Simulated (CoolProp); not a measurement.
A single-stage vapour-compression cycle with the fluid: evaporating at 293.15 K (dew point), condensing at 313.15 K (bubble point), superheat 2 K, subcooling 8 K, compressor efficiency 0.85, no pressure losses. The same conditions are run with several fluids, on thermodynamics alone (safety and materials aside).

The numbers come from the reference Helmholtz-energy equation of state of each fluid (R114: Platzer 1990; R507A: Lemmon 2003; ammonia: Gao 2020; R152A: Outcalt 1996; carbonyl sulfide: Lemmon 2006; R141b: Lemmon 2006) in CoolProp. The equations of Platzer and Polt are older, rougher fits. Blends and air are pseudo-pure fits.

Task: Rank R114, R507A, ammonia, R152A, carbonyl sulfide, R141b by cooling COP, highest first.

Result: R141b (12.3), R114 (12.1), R152A (11.9), ammonia (11.7), carbonyl sulfide (11.5), R507A (11.1)

```csv
fluid,pressure ratio,discharge temperature (K),refrigerating effect (kJ/kg),volumetric capacity (kJ/m³)
R114,1.86,313.1,119,1610
R507A,1.67,318.9,126,7380
ammonia,1.81,342.7,1130,7520
R152A,1.77,323.1,266,4190
carbonyl sulfide,1.62,331.6,236,7650
R141b,2.04,319.8,216,689
```

The compression ends wet for: R114.
